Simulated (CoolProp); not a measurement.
Vapour-liquid equilibrium of C2F6 (R116) (1) + propylene (2) at 243.4 K; x and y are mole fractions of (1).

Model: multi-fluid Helmholtz-energy mixture model, Lemmon 2006 and Lemmon 2013; pair parameters Bell 2016, in CoolProp.

```tsv
x	bubble pressure (MPa)	y at the bubble point	dew pressure at overall composition x (MPa)	liquid density (mol/L)
0.05	0.3934	0.456	0.2251	13.66
0.2	0.6442	0.679	0.2678	12.80
0.35	0.7099	0.718	0.3297	12.01
0.5	0.7363	0.738	0.4270	11.31
0.65	0.7614	0.768	0.5978	10.72
0.8	0.7834	0.827	0.7765	10.26
0.95	0.7813	0.941	0.7798	9.930
```

y crosses x between x = 0.8 and 0.95: the model has an azeotrope there.

Pair parameters are fitted to limited data, so mixtures are less certain than the pure fluids. With so large a gap from Raoult's law the liquid may split in two, which this calculation doesn't test in full.
